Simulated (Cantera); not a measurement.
Thermodynamics of silicon oxide and oxynitride deposition, feed SiCl₄ + N₂O + H₂ + O₂

A closed system holds: 1 mol SiCl₄, 0.2 mol N₂O, 2.4 mol H₂, 7.4 mol O₂, at 0.00150 bar.

Method: chemical equilibrium by Gibbs-energy minimisation in Cantera with the NASA 1993 tables (ideal gas, pure condensed phases). Candidate condensed phases: H₂O, NH₄Cl, Si, SiO₂, Si₂N₂O, Si₃N₄; 47 gas species. The tables hold silica as quartz up to 1696 K and as liquid above; real silica turns to tridymite and cristobalite and melts near 1996 K. Kinetics and transport are ignored.

```tsv
T (K)	x O₂	x HCl	x H₂O	x Cl₂	x N₂	x Cl	n SiO₂(α-quartz)	n SiO₂(β-quartz)
600	0.551	0.139	0.165	0.126	0.0195	1.79e-7	1.00	0
650	0.556	0.181	0.141	0.102	0.0193	1.07e-6	1.00	0
700	0.561	0.219	0.120	0.0814	0.0191	4.87e-6	1.00	0
750	0.564	0.251	0.102	0.0641	0.0189	1.77e-5	1.00	0
800	0.567	0.276	0.0878	0.0502	0.0188	5.41e-5	1.00	0
850	0.570	0.295	0.0768	0.0393	0.0187	0.000143	0	1.00
900	0.571	0.311	0.0682	0.0308	0.0186	0.000335	0	1.00
950	0.573	0.322	0.0617	0.0242	0.0186	0.000711	0	1.00
1000	0.573	0.331	0.0568	0.0191	0.0185	0.00139	0	1.00
1050	0.574	0.337	0.0533	0.0151	0.0185	0.00251	0	1.00
1100	0.574	0.341	0.0509	0.0119	0.0184	0.00426	0	1.00
1150	0.573	0.343	0.0495	0.00929	0.0184	0.00683	0	1.00
1200	0.572	0.343	0.0491	0.00722	0.0183	0.0104	0	1.00
```
x: gas mole fraction; n: condensed amount in mol.

From 600 K to 800 K the condensed part is SiO₂(α-quartz). From 850 K to 1200 K the condensed part is SiO₂(β-quartz).
